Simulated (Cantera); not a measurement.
An isothermal, constant-pressure homogeneous reactor starts with 0.398 % C2H6, 99.6 % N2, at 1525 K and 100000 Pa.

Model: GRI-Mech 3.0 (53 species, 325 reactions), integrated in Cantera. GRI-Mech 3.0 stops at C3 and has no aromatics, soot or wall deposition, so with more carbon than oxygen in the feed, carbon stays in small species such as C2H2 where larger ones or solid carbon would form.

**Question.** Predict: x(C2H6) at 3.00 s; x(H2) at 3.00 s; x(CH3) at 3.00 s; x(C2H) at 3.00 s; x(H) at 3.00 s; x(CH4) at 3.00 s.

**Answer.** 
| Item | Result |
|---|---|
| x(C2H6) at 3.00 s | 8.53e-8 (gas-phase equilibrium 2.17e-11) |
| x(H2) at 3.00 s | 0.00721 (gas-phase equilibrium 0.00789) |
| x(CH3) at 3.00 s | 2.50e-6 (gas-phase equilibrium 3.68e-8) |
| x(C2H) at 3.00 s | 2.20e-9 (gas-phase equilibrium 1.30e-10) |
| x(H) at 3.00 s | 1.95e-6 (gas-phase equilibrium 2.12e-6) |
| x(CH4) at 3.00 s | 0.000458 (gas-phase equilibrium 6.77e-6) |
